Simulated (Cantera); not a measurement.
Cantera run:

```python
import numpy as np
import cantera as ct

gas_names = """
    F2 N2 ALF3
""".split()
cond_names = """
    ALN(s)
""".split()


# ... load() reads the species with a 1 bar reference pressure and builds the phases ...
species = {s.name: s for s in load("nasa_gas.yaml", gas_names) + load("nasa_condensed.yaml", cond_names)}
# Each term lists the table entries of one substance; the one whose range holds T is used.
reactions = {
    '3 F2(g) + 2 AlN = N2(g) + 2 AlF3(g)':
        [(-3, ['F2']), (-2, ['ALN(s)']), (1, ['N2']), (2, ['ALF3'])],
}


def pick(names, T):
    return next(species[n] for n in names if species[n].thermo.min_temp <= T <= species[n].thermo.max_temp)


results = []
for label, terms in reactions.items():
    print(label)
    print("     T/K   dH/kJ  dS/(J/K)   dG/kJ   log10 K")
    for T in [1125, 1175, 1225, 1275, 1325, 1375, 1425]:
        used = [(nu, pick(names, T)) for nu, names in terms]
        dH = sum(nu * s.thermo.h(T) for nu, s in used) / 1e6
        dS = sum(nu * s.thermo.s(T) for nu, s in used) / 1e3
        dG = dH - T * dS / 1e3
        logK = -dG * 1e6 / (ct.gas_constant * T * np.log(10))
        results.append((label, T, dH, dS, dG, logK, [s.name for _, s in used]))
        print(f"{T:8g} {dH:8.1f} {dS:8.1f} {dG:8.1f} {logK:8.2f}")
```

It prints:

```
3 F2(g) + 2 AlN = N2(g) + 2 AlF3(g)
     T/K   dH/kJ  dS/(J/K)   dG/kJ   log10 K
    1125  -1792.8     82.2  -1885.3    87.54
    1175  -1793.6     81.5  -1889.4    83.99
    1225  -1794.5     80.8  -1893.5    80.74
    1275  -1795.4     80.1  -1897.5    77.74
    1325  -1796.3     79.4  -1901.5    74.96
    1375  -1797.2     78.7  -1905.4    72.38
    1425  -1798.1     78.1  -1909.4    69.99
```

Cantera with NASA thermochemical tables; ideal gases at 1 bar, condensed phases pure. Condensed species are held in their standard states even where they would react or evaporate.
